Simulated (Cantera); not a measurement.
Input: 1 mol CH₃F, 0.27 mol F₂, equilibrated at 18.0 mbar.

Cantera equilibrium calculation (NASA polynomials, part measured and part estimated; ideal gas, pure solids and liquids). Candidate condensed phases: C, C₆H₆, C₇H₈, C₈H₁₈; 95 gas species. Equilibrium is a limit: real reactors are often held back by kinetics, nucleation or transport.

Q: At 3125 K, list the 7 most abundant gas species with their mole fractions, and the condensed phases.

A: HF 0.453, H 0.376, C₃ 0.0622, H₂ 0.0489, F 0.0268, C 0.00881, C₂H 0.00676. Condensed: C(graphite).
